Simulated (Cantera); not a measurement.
Charge: 1 mol Ta2O5, a varied amount of H2, held at 0.130 bar.

These are equilibrium values from Cantera (NASA tables, ideal gas, pure condensed phases), not measurements of a reactor. Candidate condensed phases: H2O, Ta, Ta2O5; 12 gas species. Mutual solubility and eutectic melting of coexisting phases are not modelled. Condensed phases not in the tables: N, O or C dissolved in the metal. Equilibrium is a limit: real reactors are often held back by kinetics, nucleation or transport.

**Question.** What condenses at these points (T in °C, n(H2) in mol): (1850, 650); (1400, 12); (1800, 0.58); (1550, 0.58); (1350, 1.6)?

**Answer.** 
| T (°C) | n(H2) in mol | condensed phases | Ta condensed (%) |
|---|---|---|---|
| 1850 | 650 | Ta + Ta2O5 | 97.8 |
| 1400 | 12 | Ta + Ta2O5 | 100.0 |
| 1800 | 0.58 | Ta + Ta2O5 | 100.0 |
| 1550 | 0.58 | Ta2O5 | 100.0 |
| 1350 | 1.6 | Ta2O5 | 100.0 |
